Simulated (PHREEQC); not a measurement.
Dissolve 0.062 mol HF, 0.021 mol Na2SO4 and 0.033 mol NaCl per kg of water at 25 °C. Closed to the air; pH follows from the charge balance.

All values are PHREEQC results (ion-association model, phreeqc.dat), not measurements.

```
quantity                    before    after
------------------------  --------  -------
pH                            2.27     2.17
ionic strength (mol/kgw)    0.0943   0.0407
HF (mol/kgw)                0.0502   0.0529
F- (mol/kgw)               0.00839  0.00642
HF2- (mol/kgw)             0.00161  0.00130
NaF (mol/kgw)             0.000208  8.31e-5
SI of Halite (NaCl)          -4.41    -4.69
```

Q: Name the change that produced these shifts.
A. diluted 5-fold with water
B. temperature from 25 to 5 °C
C. HF from 0.062 to 0.093 mol/kgw
D. Na2SO4 left out

A: D, Na2SO4 left out

Precipitation was switched off in this run.
